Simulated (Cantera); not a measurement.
A perfectly stirred reactor is fed with N2O : O2 = 1 : 0.054 (molar parts), at 1000 Pa; it is held at 1575 K, and followed from long to short residence time.

Model: GRI-Mech 3.0 (53 species, 325 reactions), integrated in Cantera. GRI-Mech 3.0 was tuned for natural gas; its chemistry of N2O as a main component is partial and can be far from experiment. Radical loss at walls, strong at low pressure, is not modelled. The temperature is held fixed by assumption; the heat of reaction is taken as removed at once.

x: mole fraction; the columns are a selection and need not sum to one.

| τ (s) | x N2O | x O2 | x NO2 | x NO | x O | x N2 |
|---|---|---|---|---|---|---|
| 7.3 | 0.0619 | 0.251 | … | 0.170 | 0.000139 | 0.516 |
| 1.8 | 0.208 | 0.218 | … | 0.143 | 0.000141 | 0.431 |
| 0.47 | 0.491 | 0.154 | … | 0.0888 | 0.000142 | 0.266 |
| 0.12 | 0.767 | 0.0921 | … | 0.0354 | 0.000141 | 0.106 |
| 0.030 | 0.896 | 0.0631 | … | 0.0103 | 0.000141 | 0.0308 |
| 0.0075 | 0.935 | 0.0543 | … | 0.00262 | 0.000138 | 0.00798 |
| 0.0019 | 0.945 | 0.0519 | … | 0.000619 | 0.000127 | 0.00198 |

Complete the blanks.


- 7.3, x NO2: 3.92e-5
- 1.8, x NO2: 2.91e-5
- 0.47, x NO2: 1.37e-5
- 0.12, x NO2: 3.60e-6
- 0.030, x NO2: 6.04e-7
- 0.0075, x NO2: 6.42e-8
- 0.0019, x NO2: 4.48e-9
